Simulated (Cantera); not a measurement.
## Low-pressure radical oxidation in H2/O2

An isothermal, constant-pressure homogeneous reactor starts with 15.3 % H₂, 84.7 % O₂, at 1175 K and 10.00 Torr.

Model: the H2/O2 subset of GRI-Mech 3.0, which has no nitrogen chemistry, integrated in Cantera. Radical loss at walls, strong at low pressure, is not modelled. The temperature is held fixed by assumption; the heat of reaction is taken as removed at once.

| t (s) | x H₂ | x O₂ | x OH | x H₂O₂ | x O | x HO₂ |
|---|---|---|---|---|---|---|
| 4.00e-6 | 0.153 | 0.847 | 9.93e-12 | <1e-12 | 1.02e-11 | 2.93e-10 |
| 1.75e-5 | 0.153 | 0.847 | 1.55e-10 | <1e-12 | 1.75e-10 | 1.28e-9 |
| 7.61e-5 | 0.153 | 0.847 | 1.84e-9 | 2.10e-12 | 2.67e-9 | 5.58e-9 |
| 0.000332 | 0.153 | 0.847 | 6.86e-8 | 4.02e-11 | 1.16e-7 | 2.50e-8 |
| 0.00145 | 0.0852 | 0.808 | 0.00906 | 3.94e-7 | 0.0206 | 5.74e-6 |
| 0.00632 | 0.00459 | 0.777 | 0.00676 | 2.51e-7 | 0.0475 | 8.14e-6 |
| 0.0276 | 0.00124 | 0.821 | 0.00355 | 3.06e-7 | 0.0116 | 6.96e-6 |
| 0.120 | 7.26e-5 | 0.834 | 0.000859 | 1.44e-7 | 0.000672 | 1.83e-6 |
| 0.525 | 4.80e-6 | 0.835 | 0.000225 | 3.55e-8 | 4.56e-5 | 2.14e-7 |
| 2.29 | 5.69e-7 | 0.835 | 7.82e-5 | 8.37e-9 | 5.53e-6 | 3.22e-8 |
| 10.0 | 9.54e-8 | 0.835 | 3.22e-5 | 1.99e-9 | 9.40e-7 | 9.78e-9 |
x: mole fraction; the columns are a selection and need not sum to one.

Equilibrium at this temperature and pressure: H₂ 1.18e-8, O₂ 0.835, OH 1.13e-5, H₂O₂ 3.32e-10, O 1.16e-7, HO₂ 1.24e-8 (gas phase only).
